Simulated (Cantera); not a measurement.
A perfectly stirred reactor is fed with CO : O2 : H2O : N2 = 0.018 : 0.0086 : 0.039 : 1 (molar parts), at 9.10 bar; it is held at 1498 K, and followed from long to short residence time.

Model: GRI-Mech 3.0 (53 species, 325 reactions), integrated in Cantera.

Problem. Predict: x(CO) at τ = 0.610 s; x(O2) at τ = 0.610 s; x(H2O) at τ = 0.610 s; x(H) at τ = 0.610 s; x(CO) at τ = 10.0 ms; x(O2) at τ = 10.0 ms; x(H2O) at τ = 10.0 ms; x(H) at τ = 10.0 ms; x(NO2) at τ = 10.0 ms.

Solution. 
* **x(CO) at τ = 0.610 s**: 0.000491
* **x(O2) at τ = 0.610 s**: 4.98e-5
* **x(H2O) at τ = 0.610 s**: 0.0365
* **x(H) at τ = 0.610 s**: 6.59e-6
* **x(CO) at τ = 10.0 ms**: 0.00129
* **x(O2) at τ = 10.0 ms**: 0.000518
* **x(H2O) at τ = 10.0 ms**: 0.0363
* **x(H) at τ = 10.0 ms**: 4.27e-5
* **x(NO2) at τ = 10.0 ms**: 1.10e-9
